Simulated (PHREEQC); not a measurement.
Make-up at 25 °C: 0.2 mol/kgw HF, 0.00055 mol/kgw NH4F and 0.0006 mol/kgw H3PO4. Closed to the air; pH follows from the charge balance.

The numbers come from PHREEQC with the ion-association model, wateq4f.dat.

Precipitation was switched off in this run.

Task: Estimate the pH, ionic strength.

Result: pH 1.98; ionic strength 0.0121 mol/kgw.

Task: In which forms is P present?

Result: H3PO4 58 %, H2PO4- 42 % of the P.

Species that the database lacks are ignored. wateq4f.dat counts part of the HF as a dimer, H2F2, which phreeqc.dat doesn't know; its constant is uncertain. H3PO4, which wateq4f.dat lacks, is added to it with the constant of phreeqc.dat.
